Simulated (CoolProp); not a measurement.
Properties of CHF3 (R23) at several states.

Computed with CoolProp (reference Helmholtz-energy equation of state, Penoncello 2003).

```csv
T (°C),p (MPa),phase,density (kg/m³),cv (kJ/(kg K)),viscosity (µPa s),Prandtl number
26.85,0.0385,gas,1.084,0.6141,15.0,0.808
-141.35,0.0532,liquid,1657,0.7427,1210,6.43
5.75,0.0188,gas,0.5686,0.5830,___,___
81.45,1.56,gas,39.67,0.7112,17.7,___
191.05,0.0937,gas,1.702,0.8314,22.2,___
```

Q: Some entries are withheld; supply them.

A: 
- 5.75, viscosity (µPa s): 14.0
- 5.75, Prandtl number: 0.789
- 81.45, Prandtl number: 0.840
- 191.05, Prandtl number: 0.939

Viscosity comes from a separate model (Shan 2000). Thermal conductivity comes from a separate model (Shan 2000).
